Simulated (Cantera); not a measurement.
A Cantera script and its output.

```python
import numpy as np
import cantera as ct

gas = ct.Solution("gri30.yaml", transport_model="multicomponent")
show = ['CO2', 'NO', 'H2O']

rows = []
print(f"{'T/K':>7s}{'rho':>11s}{'cp':>10s}{'mu':>11s}{'lambda':>11s}{'Pr':>7s}" + "".join(f"{'D_' + s:>11s}" for s in show))
for T in [400, 600, 800, 1000, 1200, 1400, 1600]:
    gas.TPX = T, 1100, {'CO': 0.56}
    Pr = gas.cp_mass * gas.viscosity / gas.thermal_conductivity
    D = [gas.mix_diff_coeffs_mole[gas.species_index(s)] for s in show]
    rows.append([gas.density, gas.cp_mass, gas.viscosity, gas.thermal_conductivity, Pr, *D])
    print(f"{T:7g}{gas.density:11.4e}{gas.cp_mass:10.1f}{gas.viscosity:11.4e}"
          f"{gas.thermal_conductivity:11.4e}{Pr:7.3f}" + "".join(f"{d:11.4e}" for d in D))
print("SI units: kg/m3, J/kg/K, Pa s, W/m/K, m2/s")
```

It prints:

```
    T/K        rho        cp         mu     lambda     Pr      D_CO2       D_NO      D_H2O
    400 9.2643e-03    1048.7 2.1957e-05 3.1878e-02  0.722 2.4330e-03 3.0936e-03 3.6036e-03
    600 6.1762e-03    1085.9 2.9084e-05 4.3969e-02  0.718 4.9684e-03 6.1799e-03 7.6652e-03
    800 4.6321e-03    1138.7 3.5241e-05 5.5990e-02  0.717 8.1429e-03 1.0026e-02 1.2842e-02
   1000 3.7057e-03    1184.0 4.0802e-05 6.7494e-02  0.716 1.1886e-02 1.4555e-02 1.8991e-02
   1200 3.0881e-03    1219.2 4.5947e-05 7.8346e-02  0.715 1.6152e-02 1.9715e-02 2.6019e-02
   1400 2.6469e-03    1246.1 5.0779e-05 8.8579e-02  0.714 2.0906e-02 2.5468e-02 3.3859e-02
   1600 2.3161e-03    1266.6 5.5365e-05 9.8241e-02  0.714 2.6123e-02 3.1783e-02 4.2463e-02
SI units: kg/m3, J/kg/K, Pa s, W/m/K, m2/s
```

Model: GRI-Mech 3.0 (53 species, 325 reactions), integrated in Cantera.
